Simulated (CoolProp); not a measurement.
Vapour-liquid equilibrium of hydrogen sulfide (1) + propane (2) at 31.7 kPa; x and y are mole fractions of (1).

Computed with CoolProp (multi-fluid Helmholtz-energy mixture model, Lemmon 2006 and Lemmon 2009; pair parameters Kunz 2012).

```
x      bubble temperature (°C)  y at the bubble point  dew temperature at overall composition x (°C)  liquid density (mol/L)
-----  -----------------------  ---------------------  ---------------------------------------------  ----------------------
0.05                     -72.8                  0.376                                          -66.3                   14.24
0.125                    -78.4                  0.586                                          -67.6                   14.90
0.2                      -81.0                  0.668                                          -69.1                   15.58
0.275                    -82.3                  0.706                                          -70.6                   16.31
0.35                     -82.8                  0.724                                          -72.2                   17.13
0.425                    -83.1                  0.732                                          -74.0                   18.05
0.5                      -83.2                  0.736                                          -75.9                   19.07
0.575                    -83.2                  0.737                                          -78.1                   20.22
0.65                     -83.2                  0.738                                          -80.4                   21.50
0.725                    -83.2                  0.743                                          -82.9                   22.90
0.8                      -83.2                  0.756                                          -82.9                   24.43
0.875                    -83.0                  0.790                                          -82.1                   26.06
0.95                     -82.1                  0.874                                          -81.3                   27.76
```

y crosses x between x = 0.725 and 0.8: the model has an azeotrope there.

Pair parameters are fitted to limited data, so mixtures are less certain than the pure fluids. With so large a gap from Raoult's law the liquid may split in two, which this calculation doesn't test in full.
